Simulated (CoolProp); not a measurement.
A single-stage vapour-compression cycle with dimethyl ether: evaporating at 328.15 K (dew point), condensing at 384.15 K (bubble point), superheat 10 K, subcooling 5 K, compressor efficiency 0.8, no pressure losses. Each further row changes one setting.

Model: reference Helmholtz-energy equation of state, Wu 2011, in CoolProp.

| case | cooling COP | pressure ratio | discharge temperature (K) | refrigerating effect (kJ/kg) | volumetric capacity (kJ/m³) |
|---|---|---|---|---|---|
| as stated | 3.10 | 3.12 | 407.8 | 219 | 5610 |
| evaporating temperature 333.15 K | 3.54 | 2.77 | 406.6 | 224 | 6450 |
| condensing temperature 379.15 K | 3.61 | 2.85 | 401.8 | 236 | … |
| subcooling 10 K | 3.35 | 3.12 | 407.8 | 238 | … |
| superheat 20 K | 3.17 | 3.12 | … | 239 | 5790 |
| compressor efficiency 0.7 | 2.71 | 3.12 | 411.7 | 219 | 5610 |

### Question
What belongs in the gaps?

### Answer

- condensing temperature 379.15 K, volumetric capacity (kJ/m³): 6050
- subcooling 10 K, volumetric capacity (kJ/m³): 6080
- superheat 20 K, discharge temperature (K): 417.1
